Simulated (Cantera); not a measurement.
Source: NASA polynomial tables (part measured, part estimated), evaluated in Cantera. Values are per mole of reaction as written; species without (g) are pure solids or liquids, kept so even where they would boil at 1 bar.

Ta2O5 + H2O(g) = H2O2(g) + 2 TaO2(g), with ΔH° = 1749.8 kJ and ΔS° = 462.8 J/K at 300 K.

Q: How far is the shortcut ΔG° ≈ ΔH°(300 K) − T·ΔS°(300 K) from the full temperature-dependent value at 823, 923, 1023, 1123, 1223, 1323 K?

A: 
| T (K) | shortcut (kJ) | full (kJ) | difference (kJ) | difference in log10 K |
|---|---|---|---|---|
| 823 | 1368.9 | 1381.3 | -12.5 | 0.79 |
| 923 | 1322.6 | 1339.5 | -16.9 | 0.96 |
| 1023 | 1276.3 | 1298.3 | -22.0 | 1.12 |
| 1123 | 1230.0 | 1257.5 | -27.5 | 1.28 |
| 1223 | 1183.7 | 1217.2 | -33.4 | 1.43 |
| 1323 | 1137.5 | 1177.3 | -39.8 | 1.57 |
The shortcut ignores the heat-capacity change of the reaction.
